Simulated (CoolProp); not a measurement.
Vapour-liquid equilibrium of n-pentane (1) + toluene (2) at 421 K; x and y are mole fractions of (1).

Values from CoolProp's multi-fluid Helmholtz-energy mixture model, Thol 2019 and Lemmon 2006; pair parameters Bell 2016.

```tsv
x	bubble pressure, mixture model (MPa)	bubble pressure, Raoult's law (MPa)	y, mixture model	y, Raoult's law
0.05	0.3393	0.3257	0.247	0.235
0.2	0.5498	0.5164	0.576	0.594
0.35	0.7374	0.7070	0.719	0.759
0.5	0.9122	0.8976	0.806	0.854
0.65	1.084	1.088	0.870	0.916
0.8	1.263	1.279	0.926	0.959
0.95	1.461	1.470	0.981	0.991
```

The largest gap from Raoult's law is +6.5 % in bubble pressure, at x = 0.2. No azeotrope shows between x = 0.05 and 0.95.

The pair parameters rest on a limited set of measurements; away from them the model extrapolates. The gap from Raoult's law changes sign with composition, which may be real or a fault of the pair parameters; it wasn't checked against measurements.
